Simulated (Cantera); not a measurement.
An isothermal, constant-pressure homogeneous reactor starts with CH4 : CO2 = 1 : 4.8 (molar parts), at 1550 K and 93000 Pa. Integrator tolerance rtol = 1e-08.

Computed with Cantera and GRI-Mech 3.0 (53 species, 325 reactions).

### Question
What does this change do: temperature 1550 to 1325 K?

### Answer
```tsv
quantity	before	after
x(CH4) at 5.00 s	0.00564 (gas-phase equilibrium 3.07e-9)	0.154 (gas-phase equilibrium 1.16e-7)
x(CO2) at 5.00 s	0.350 (gas-phase equilibrium 0.315)	0.805 (gas-phase equilibrium 0.333)
x(HCO) at 5.00 s	4.35e-9 (gas-phase equilibrium 5.05e-9)	7.38e-12 (gas-phase equilibrium 7.38e-10)
x(O) at 5.00 s	3.41e-11 (gas-phase equilibrium 6.32e-11)	<1e-12 (gas-phase equilibrium <1e-12)
x(H) at 5.00 s	8.56e-6 (gas-phase equilibrium 9.53e-6)	5.53e-8 (gas-phase equilibrium 5.46e-7)
x(CH2CO) at 5.00 s	7.67e-6 (gas-phase equilibrium <1e-12)	4.34e-7 (gas-phase equilibrium 1.79e-12)
x(C2H2) at 5.00 s	0.00827 (gas-phase equilibrium <1e-12)	0.00682 (gas-phase equilibrium <1e-12)
```
